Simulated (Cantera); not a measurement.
**Catalytic stagnation flow on Pt**

A jet of 2.23 % H2, 9.50 % O2, 88.3 % N2, equivalence ratio 0.12 at 300 K and 0.450 bar hits a platinum plate 2.3 cm away at a mass flux of 0.068 kg/m²/s; the plate temperature is set and raised in steps from an oxygen-covered start.

Computed with Cantera and Deutschmann's 1995 Pt surface mechanism with GRI-Mech 3.0 gas chemistry. Catalytic surfaces can have several steady states; this one follows from the mechanism file's or the stated starting coverage.

| plate T (K) | wall x H2 | wall x O2 | wall x H2O | wall x OH | θ free Pt | θ O* | θ OH* |
|---|---|---|---|---|---|---|---|
| 600 | 0.00132 | 0.0726 | 0.0406 | <1e-8 | 0.0298 | 0.960 | 0.00992 |
| 650 | 0.00131 | 0.0726 | 0.0404 | <1e-8 | 0.0314 | 0.962 | 0.00667 |
| 700 | 0.00125 | 0.0726 | 0.0403 | <1e-8 | 0.0345 | 0.961 | 0.00482 |
| 750 | 0.00104 | 0.0725 | 0.0404 | <1e-8 | 0.0434 | 0.953 | 0.00391 |
| 800 | 0.000738 | 0.0722 | 0.0408 | <1e-8 | 0.0648 | 0.932 | 0.00357 |
x: mole fraction at the wall; θ: surface coverage.
